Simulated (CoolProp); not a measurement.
Propylene glycol along the isotherm 594.2 K: density (kg/m³) from the reference equation and from simpler models built on Tc = 674.0 K, pc = 7.292 MPa, ω = 0.327; each cubic takes its own stable root.

The numbers come from the reference Helmholtz-energy equation of state, Eisenbach 2021 in CoolProp.

```csv
p (MPa),phase,reference,van der Waals,Redlich-Kwong
0.365,gas,5.781,5.739,5.765
0.729,gas,11.90,11.72,11.83
1.09,gas,18.39,17.93,18.19
1.46,gas,25.58,24.63,25.15
1.82,gas,33.24,31.53,32.42
2.19,liquid,719.2,39.09,40.51
2.55,liquid,720.5,46.98,49.15
2.92,liquid,721.9,55.79,59.05
3.28,liquid,723.3,65.23,70.07
3.65,liquid,724.6,76.14,620.5
```

At some of these states van der Waals, Redlich-Kwong gives the other phase, because its saturation line lies elsewhere.
